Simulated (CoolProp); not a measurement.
A Linde-Hampson liquefier for CF4 (R14): isothermal reversible compression at 320 K from 1 atm to 25 MPa, throttling to 1 atm, return gas leaving the recuperator 10 K below the feed. Each further row changes one setting.

Computed with CoolProp (reference Helmholtz-energy equation of state, Platzer 1990). This equation is an older, rougher fit; its heat capacities, sound speeds and derivatives of the liquid may be far off and weren't checked against measurements.

```tsv
case	liquid yield per pass	compression work (kJ/kg of gas)
as stated	…	154
high pressure 50 MPa	…	178
warm-end temperature 350 K	0.163	…
warm-end gap 15 K	…	154
```

### Question
Fill in the missing entries.

### Answer

- as stated, liquid yield per pass: 0.218
- high pressure 50 MPa, liquid yield per pass: 0.226
- warm-end temperature 350 K, compression work (kJ/kg of gas): 173
- warm-end gap 15 K, liquid yield per pass: 0.206
